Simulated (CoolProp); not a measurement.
2000 sccm (0 °C, 1 atm) of nitrogen bubbles through liquid ethanol at 320.1 K and leaves saturated at a total pressure of 0.15 MPa (ideal gas phase). Each further row changes one setting.

Values from CoolProp's reference Helmholtz-energy equation of state, Schroeder 2014.

| case | vapour pressure (kPa) | mole fraction of vapour | delivery (mg/min) | delivery (sccm) | change of delivery for a bath 1 K warmer (%) |
|---|---|---|---|---|---|
| as stated | 25.4 | 0.169 | 836 | 407 | 6.1 |
| bath temperature 325.1 K | 32.3 | 0.215 | 1130 | 548 | 6.2 |
| total pressure 0.3 MPa | 25.4 | 0.0845 | 380 | 185 | 5.5 |
